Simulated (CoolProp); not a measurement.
Values from CoolProp's reference Helmholtz-energy equation of state, Thol 2017.

**Question.** For decamethyltetrasiloxane (MD2M), give the phase and the Z, speed of sound (m/s), Joule-Thomson coefficient (K/MPa), fugacity coefficient at 95.85 °C and 6.16 MPa.

**Answer.** 
- 95.85 °C and 6.16 MPa: liquid; Z 0.789, speed of sound 771, Joule-Thomson coefficient -0.379, fugacity coefficient 0.00137
